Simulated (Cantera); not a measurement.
A closed system holds: 1 mol SiC, 0.014 mol H2O, 3.4 mol N2, held at 4.40 mbar.

Equilibrium computed with Cantera from the NASA thermochemical tables; the gas is ideal and each condensed phase is pure. Candidate condensed phases: C, C6H6, C7H8, C8H18, H2O, Si, SiC, SiO2, Si2N2O, Si3N4; 151 gas species. N2 is the only nitrogen source here; it is nearly inert below about 1500 K, so the nitride shown seldom forms there in practice. Mutual solubility and eutectic melting of coexisting phases are not modelled. Kinetics and transport are ignored.

x: gas mole fraction; n: condensed amount in mol.

```
T (K)   x N2     x H2     x CO    x SiO       x H      x Si    x HCN  n C(graphite)  n Si2N2O(s)  n Si3N4(s)  n SiC(s)
-----  -----  -------  -------  -------  --------  --------  -------  -------------  -----------  ----------  --------
1075   0.995  0.00509  9.82e-8   <1e-12   1.58e-8    <1e-12  1.13e-6          1.000       0.0140       0.324         0
1175   0.995  0.00509        …        …         …    <1e-12        …          1.000       0.0140       0.324         0
1275   0.995  0.00508  3.20e-5  1.19e-8   7.92e-7  6.57e-12  1.16e-5          1.000       0.0139       0.324         0
1375   0.995  0.00409  0.00110  1.22e-6   3.31e-6  3.99e-10  2.58e-5         0.0166       0.0102           0     0.980
1475   0.993  0.00408  0.00271  3.76e-5   1.25e-5   2.42e-8  2.00e-5              0      0.00460           0     0.991
1575   0.993  0.00407  0.00254        …         …         …  1.22e-5              0            …           0     0.991
1675   0.992  0.00402  0.00205  0.00204  0.000111   2.15e-5  1.24e-5              0            0           0     0.993
1775   0.992  0.00393  0.00211  0.00198  0.000274  0.000144  2.51e-5              0            0           0     0.993
```

Question: Some entries are withheld; supply them.

Answer: 
- 1575, x SiO: 0.000559
- 1575, x H: 3.99e-5
- 1575, x Si: 1.15e-6
- 1575, n Si2N2O(s): 0.00340
- 1175, x CO: 2.28e-6
- 1175, x SiO: 1.11e-10
- 1175, x H: 1.32e-7
- 1175, x HCN: 3.99e-6
